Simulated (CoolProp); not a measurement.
Vapour-liquid equilibrium of ethane (1) + n-perfluorobutane (2) at -37.75 °C; x and y are mole fractions of (1).

Model: multi-fluid Helmholtz-energy mixture model, Bücker 2006 and Gao 2022; pair parameters Bell 2016, in CoolProp.

Q: Give the bubble pressure and the first vapour's composition at x = 0.05, 0.2, 0.8. Is there an azeotrope?

A: x = 0.05: 0.1048 MPa, y = 0.827; x = 0.2: 0.3424 MPa, y = 0.949; x = 0.8: 0.6969 MPa, y = 0.983. No azeotrope shows between x = 0.05 and 0.95.

Pair parameters are fitted to limited data, so mixtures are less certain than the pure fluids. With so large a gap from Raoult's law the liquid may split in two, which this calculation doesn't test in full.
